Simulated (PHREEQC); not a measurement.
Make-up at 25 °C: 7.8e-05 mol NaHCO3 and 0.00018 mol FeCl2 per kg of water. Closed to the air; pH follows from the charge balance.

Equilibrium calculation in PHREEQC: ion-association model, phreeqc.dat.

Precipitation was switched off in this run.

Problem. Order these C species by the share of C that they hold, largest first: FeCO3, CO2, HCO3-, CO3-2, FeHCO3+.

Solution. HCO3- (93 %), CO2 (4.5 %), FeHCO3+ (1.5 %), FeCO3 (0.73 %), CO3-2 (0.22 %)

The pH is 7.66 and the ionic strength 0.000609 mol/kgw. Examples of supersaturated solids here: Siderite. Others may be too.
